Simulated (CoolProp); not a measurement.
Vapour-liquid equilibrium of cyclohexane (1) + m-xylene (2) at 0.322 MPa; x and y are mole fractions of (1).

The numbers come from the multi-fluid Helmholtz-energy mixture model, Zhou 2014 and Zhou 2012; pair parameters Bell 2016 in CoolProp.

```csv
x,bubble temperature (°C),y at the bubble point,dew temperature at overall composition x (°C),liquid density (mol/L)
0.05,181.6,0.160,186.1,6.718
0.125,172.8,0.348,183.1,6.846
0.2,165.4,0.488,179.8,6.964
0.275,158.9,0.594,176.4,7.074
0.35,153.4,0.676,172.8,7.177
0.425,148.6,0.740,168.9,7.275
0.5,144.5,0.791,164.7,7.369
0.575,140.8,0.834,160.2,7.462
0.65,137.4,0.871,155.2,7.553
0.725,134.4,0.903,149.8,7.644
0.8,131.6,0.932,143.7,7.737
0.875,128.9,0.958,137.0,7.831
0.95,126.4,0.984,129.7,7.928
```

No azeotrope shows between x = 0.05 and 0.95.

Pair parameters are fitted to limited data, so mixtures are less certain than the pure fluids.
